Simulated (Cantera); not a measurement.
Thermodynamics of roasting and sulfation, feed MgO + SO₃ + H₂O

Charge: 1 mol MgO, 4.3 mol SO₃, 0.041 mol H₂O, held at 19000 Pa.

Cantera equilibrium calculation (NASA polynomials, part measured and part estimated; ideal gas, pure solids and liquids). Candidate condensed phases: H₂O, H₂SO₄, Mg, MgO, Mg(OH)₂, MgS, MgSO₄, S; 26 gas species. Rates play no part.

```
T (°C)  log p SO₃  log p SO₂  log p O₂  log p H₂O  log p H₂SO₄  log p OH  log p O  log p SO  n MgSO₄(s)  n MgO(s)
------  ---------  ---------  --------  ---------  -----------  --------  -------  --------  ----------  --------
452         -0.77      -1.88     -2.19      -2.67        -3.99    -11.36     <-12      <-12        1.00         0
502         -0.82      -1.61     -1.91      -2.67        -4.47    -10.54     <-12      <-12        1.00         0
552         -0.90      -1.39     -1.69      -2.68        -4.94     -9.83     <-12      <-12        1.00         0
602         -1.00      -1.23     -1.53      -2.71        -5.40     -9.22   -12.45      <-12        1.00         0
652         -1.14      -1.11     -1.41      -2.73        -5.86     -8.68   -11.58      <-12        1.00         0
702         -1.31      -1.03     -1.33      -2.75        -6.31     -8.20   -10.81    -12.49        1.00         0
752         -1.49      -0.98     -1.28      -2.77        -6.75     -7.77   -10.12    -11.67        1.00         0
802         -1.68      -0.95     -1.25      -2.78        -7.15     -7.38    -9.51    -10.94        1.00         0
852         -1.86      -0.93     -1.24      -2.79        -7.53     -7.03    -8.95    -10.28        1.00         0
902         -2.03      -0.92     -1.22      -2.80        -7.89     -6.71    -8.45     -9.68        1.00         0
952         -2.20      -0.92     -1.22      -2.80        -8.21     -6.41    -7.98     -9.12        1.00         0
1002        -2.35      -0.91     -1.21      -2.92        -8.63     -6.20    -7.56     -8.62           0      1.00
```
log p: log10 of the partial pressure in bar; n: condensed amount in mol.

From 452 °C to 952 °C the condensed part is MgSO₄(s). At 1002 °C the condensed part is MgO(s).
